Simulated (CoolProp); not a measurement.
The numbers come from the reference Helmholtz-energy equation of state, Gedanitz 2015 in CoolProp.

Problem. Give the vapour pressure (MPa), vapour density (kg/m³), enthalpy of vaporisation (kJ/kg), liquid cp (kJ/(kg K)) of saturated cyclopentane at 312.2, 348.6, 433.3 K.

Solution. 
```
T (K)  p (MPa)  vapour density (kg/m³)  enthalpy of vaporisation (kJ/kg)  liquid cp (kJ/(kg K))
-----  -------  ----------------------  --------------------------------  ---------------------
312.2   0.0716                    1.99                               397                   1.88
348.6    0.223                    5.75                               369                   2.08
433.3     1.40                    35.3                               280                   2.64
```
